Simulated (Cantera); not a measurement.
An isothermal, constant-pressure homogeneous reactor starts with CH4 : CO2 = 0.27 : 1.2 (molar parts), at 1600 K and 900 Torr.

Detailed kinetics in Cantera: GRI-Mech 3.0 (53 species, 325 reactions).

x: mole fraction; the columns are a selection and need not sum to one.

| t (s) | x CH4 | x CO2 | x CH2CO | x OH | x O2 |
|---|---|---|---|---|---|
| 0.000400 | 0.183 | 0.816 | 9.15e-11 | 1.05e-8 | <1e-12 |
| 0.000947 | 0.182 | 0.816 | [?] | 1.92e-8 | <1e-12 |
| 0.00224 | 0.177 | 0.814 | [?] | 4.67e-8 | <1e-12 |
| 0.00532 | 0.166 | 0.806 | [?] | 1.13e-7 | 2.22e-12 |
| 0.0126 | 0.145 | 0.781 | [?] | 2.22e-7 | 9.86e-12 |
| 0.0298 | 0.113 | 0.728 | [?] | 4.14e-7 | 3.14e-11 |
| 0.0706 | 0.0685 | 0.629 | [?] | 8.21e-7 | 7.48e-11 |
| 0.167 | 0.0262 | 0.511 | [?] | 1.54e-6 | 1.40e-10 |
| 0.396 | 0.0108 | 0.428 | [?] | 1.84e-6 | 1.32e-10 |
| 0.939 | 0.00806 | 0.362 | [?] | 1.47e-6 | 1.01e-10 |
| 2.22 | 0.00479 | 0.313 | [?] | 1.22e-6 | 1.07e-10 |
| 5.27 | 0.00135 | 0.290 | [?] | 1.11e-6 | 1.27e-10 |
| 12.5 | 4.43e-5 | 0.286 | [?] | 1.11e-6 | 1.31e-10 |
| 29.6 | 7.49e-9 | 0.286 | 1.34e-12 | 1.14e-6 | 1.38e-10 |
| 70.0 | 3.71e-9 | 0.286 | <1e-12 | 1.14e-6 | 1.38e-10 |

Question: Some entries are withheld; supply them.

Answer: 
- 0.000947, x CH2CO: 1.11e-9
- 0.00224, x CH2CO: 1.69e-8
- 0.00532, x CH2CO: 2.76e-7
- 0.0126, x CH2CO: 2.57e-6
- 0.0298, x CH2CO: 1.08e-5
- 0.0706, x CH2CO: 3.41e-5
- 0.167, x CH2CO: 7.54e-5
- 0.396, x CH2CO: 6.48e-5
- 0.939, x CH2CO: 2.66e-5
- 2.22, x CH2CO: 6.90e-6
- 5.27, x CH2CO: 6.60e-7
- 12.5, x CH2CO: 7.71e-9
